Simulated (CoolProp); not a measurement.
Properties of propane along the isotherm 391.9 K (Tc = 369.9 K, pc = 4.251 MPa, ω = 0.152).

Model: reference Helmholtz-energy equation of state, Lemmon 2009, in CoolProp.

```json
[
 {"p (MPa)": "0.531", "phase": "gas", "isothermal compressibility (1/MPa)": "1.955", "viscosity (µPa s)": "10.7", "conductivity (mW/(m K))": "30.3"},
 {"p (MPa)": "1.06", "phase": "gas", "isothermal compressibility (1/MPa)": "[?]", "viscosity (µPa s)": "[?]", "conductivity (mW/(m K))": "30.8"},
 {"p (MPa)": "1.59", "phase": "gas", "isothermal compressibility (1/MPa)": "[?]", "viscosity (µPa s)": "11.0", "conductivity (mW/(m K))": "[?]"},
 {"p (MPa)": "2.13", "phase": "gas", "isothermal compressibility (1/MPa)": "0.5672", "viscosity (µPa s)": "[?]", "conductivity (mW/(m K))": "[?]"},
 {"p (MPa)": "2.66", "phase": "gas", "isothermal compressibility (1/MPa)": "0.4873", "viscosity (µPa s)": "11.6", "conductivity (mW/(m K))": "33.3"},
 {"p (MPa)": "3.19", "phase": "gas", "isothermal compressibility (1/MPa)": "0.4431", "viscosity (µPa s)": "12.0", "conductivity (mW/(m K))": "34.5"},
 {"p (MPa)": "3.72", "phase": "gas", "isothermal compressibility (1/MPa)": "0.4244", "viscosity (µPa s)": "12.6", "conductivity (mW/(m K))": "36.1"},
 {"p (MPa)": "4.25", "phase": "gas", "isothermal compressibility (1/MPa)": "0.4300", "viscosity (µPa s)": "13.5", "conductivity (mW/(m K))": "[?]"},
 {"p (MPa)": "4.78", "phase": "supercritical", "isothermal compressibility (1/MPa)": "0.4679", "viscosity (µPa s)": "14.9", "conductivity (mW/(m K))": "42.2"},
 {"p (MPa)": "5.31", "phase": "supercritical", "isothermal compressibility (1/MPa)": "[?]", "viscosity (µPa s)": "17.2", "conductivity (mW/(m K))": "48.5"},
 {"p (MPa)": "5.85", "phase": "supercritical", "isothermal compressibility (1/MPa)": "0.5449", "viscosity (µPa s)": "21.9", "conductivity (mW/(m K))": "57.0"},
 {"p (MPa)": "6.38", "phase": "supercritical", "isothermal compressibility (1/MPa)": "0.2947", "viscosity (µPa s)": "27.7", "conductivity (mW/(m K))": "60.9"}
]
```

Question: Fill in the missing entries.

Answer: 
- 1.06, isothermal compressibility (1/MPa): 1.022
- 1.06, viscosity (µPa s): 10.8
- 1.59, isothermal compressibility (1/MPa): 0.7159
- 1.59, conductivity (mW/(m K)): 31.5
- 2.13, viscosity (µPa s): 11.2
- 2.13, conductivity (mW/(m K)): 32.3
- 4.25, conductivity (mW/(m K)): 38.5
- 5.31, isothermal compressibility (1/MPa): 0.5498

Viscosity comes from a separate model (Vogel 1998). Thermal conductivity comes from a separate model (Marsh 2002).
